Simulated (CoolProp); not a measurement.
The numbers come from the reference Helmholtz-energy equation of state, Lemmon 2006 in CoolProp. It is a short technical equation, of lower accuracy than the large ones.

Problem. For CH3F (R41), give the phase and the speed of sound (m/s), expansivity (1/kK) at -42.45 °C and 279 bar.

Solution. 
- -42.45 °C and 279 bar: liquid; speed of sound 1080, expansivity 2.19
